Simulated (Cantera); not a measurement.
**Low-pressure radical oxidation in H2/O2**

An isothermal, constant-pressure homogeneous reactor starts with H2 : O2 = 0.3 : 1 (molar parts), equivalence ratio 0.15, at 1075 K and 0.00553 atm.

Computed with Cantera and the H2/O2 subset of GRI-Mech 3.0, which has no nitrogen chemistry. Radical loss at walls, strong at low pressure, is not modelled. The temperature is held fixed by assumption; the heat of reaction is taken as removed at once.

```
t (s)         x H2   x O2       x O    x HO2       x H
--------  --------  -----  --------  -------  --------
0.000800     0.231  0.769   6.63e-9  3.94e-9   1.39e-8
0.00258      0.231  0.769   4.76e-6  4.69e-8   9.65e-6
0.00831     0.0119  0.657    0.0612  5.05e-6    0.0913
0.0268     0.00768  0.687    0.0414  5.75e-6    0.0485
0.0863     0.00208  0.728    0.0101  5.60e-6   0.00580
0.278     0.000155  0.738  0.000736  2.20e-6  0.000112
0.896      1.29e-5  0.739   6.32e-5  3.74e-7   2.82e-6
2.89       1.87e-6  0.739   9.51e-6  6.88e-8   1.64e-7
9.31       3.86e-7  0.739   2.01e-6  1.60e-8   1.59e-8
30.0       9.56e-8  0.739   5.04e-7  4.70e-9   2.00e-9
```
x: mole fraction; the columns are a selection and need not sum to one.

Equilibrium at this temperature and pressure: H2 2.86e-9, O2 0.739, O 1.52e-8, HO2 3.23e-9, H 1.06e-11 (gas phase only).
